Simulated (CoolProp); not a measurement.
The fluid at 293.15 K and 1.7 MPa flows at 2.1 m/s in a round tube of 2 mm bore and 15 µm roughness, fully developed (64/Re and Nu = 3.66 if laminar; Colebrook and Gnielinski if turbulent). The same conditions are run with several fluids, on thermodynamics alone (safety and materials aside).

Computed with CoolProp (reference Helmholtz-energy equation of state of each fluid (R245fa: Akasaka 2015; methanol: de Reuck 1993; C3F8 (R218): Lemmon 2006; c-C4F8 (RC318): Platzer 1990)). The equations of Platzer and Polt are older, rougher fits.

Rank R245fa, methanol, C3F8 (R218), c-C4F8 (RC318) by Reynolds number, highest first.

C3F8 (R218) (30500), c-C4F8 (RC318) (15900), R245fa (13300), methanol (5630)

```json
[
 {"fluid": "R245fa", "Darcy friction factor": "0.0392", "pressure drop (Pa/m)": "58600", "heat-transfer coefficient (W/(m² K))": "5560", "mass flow (kg/h)": "32.2"},
 {"fluid": "methanol", "Darcy friction factor": "0.0441", "pressure drop (Pa/m)": "38500", "heat-transfer coefficient (W/(m² K))": "5220", "mass flow (kg/h)": "18.8"},
 {"fluid": "C3F8 (R218)", "Darcy friction factor": "0.0367", "pressure drop (Pa/m)": "55300", "heat-transfer coefficient (W/(m² K))": "5810", "mass flow (kg/h)": "32.4"},
 {"fluid": "c-C4F8 (RC318)", "Darcy friction factor": "0.0385", "pressure drop (Pa/m)": "64900", "heat-transfer coefficient (W/(m² K))": "4930", "mass flow (kg/h)": "36.3"}
]
```

Transport values come from each fluid's own correlations; those of R245fa, C3F8 (R218), c-C4F8 (RC318) are estimates that may be off by 10 % or more.
